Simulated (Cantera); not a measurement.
Gas mixture: 100 % NO, at 1.01 bar, frozen composition.

Cantera's kinetic-theory transport with the Lennard-Jones parameters of GRI-Mech 3.0, ideal gas; thermal conductivity in the mixture-averaged form. The composition is frozen, though it would react at the higher temperatures.

One state of this run: ρ (kg/m³) = 0.203; cp (J/kg/K) = 1213; μ (µPa s) = 62.9; λ (mW/m/K) = 108; Pr = 0.706; D (cm²/s) H₂ = 15.5; D (cm²/s) CO₂ = 3.41; D (cm²/s) H = 25.8. D: mixture-averaged diffusion coefficient of that species in the mixture.

**Question.** Which value of T (K) does it belong to?
A) 1800
B) 1600
C) 400
D) 1400

**Answer.** A, 1800
